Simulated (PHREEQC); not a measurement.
Solution (25 °C): 7.3 mmol/kgw MgCl2 and 110 mmol/kgw Na2SO4. Closed to the air; pH follows from the charge balance.

Model: ion-association model, phreeqc.dat, run in PHREEQC.

```json
[
 {"quantity": "ionic strength (mol/kgw)", "before": "0.291", "after": "0.298"},
 {"quantity": "MgOH+ (mol/kgw)", "before": "6.57e-8", "after": "1.19e-7"}
]
```

Question: What was changed between the two runs?
A. Na2SO4 left out
B. diluted 100-fold with water
C. MgCl2 from 0.0073 to 0.0365 mol/kgw
D. MgCl2 from 0.0073 to 0.0146 mol/kgw

Answer: D, MgCl2 from 0.0073 to 0.0146 mol/kgw

Precipitation was switched off in this run.
